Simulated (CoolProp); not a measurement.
Saturation properties of isopentane (Tc = 187.2 °C, pc = 33.78 bar, ω = 0.227).

Model: reference Helmholtz-energy equation of state, Lemmon 2006, in CoolProp. It is a short technical equation, of lower accuracy than the large ones.

```
T (°C)  p (bar)  liquid density (kg/m³)  enthalpy of vaporisation (kJ/kg)  liquid cp (kJ/(kg K))  vapour Z  surface tension (mN/m)
------  -------  ----------------------  --------------------------------  ---------------------  --------  ----------------------
2.35     0.3820                   637.5                             362.0                  2.160    0.9779                    16.9
12.05    0.5671                   628.0                             355.1                  2.208    0.9707                    15.9
21.75    0.8172                   618.3                             347.9                  2.257    0.9621                    14.8
31.45     1.147                   608.3                             340.5                  2.308    0.9519                    13.8
41.15     1.571                   598.2                             332.7                  2.361    0.9401                    12.7
50.85     2.107                   587.7                             324.5                  2.416    0.9266                    11.7
60.55     2.773                   576.9                             315.9                  2.474    0.9112                    10.7
70.25     3.587                   565.6                             306.8                  2.535    0.8938                    9.73
79.95     4.569                   553.9                             297.1                  2.599    0.8743                    8.76
89.65     5.740                   541.7                             286.7                  2.668    0.8527                    7.81
99.35     7.121                   528.8                             275.6                  2.743    0.8286                    6.88
109.05    8.734                   515.2                             263.5                  2.826    0.8018                    5.98
```

It boils at 27.8 °C under 1 atm.

Surface tension comes from a separate correlation (Mulero 2012).
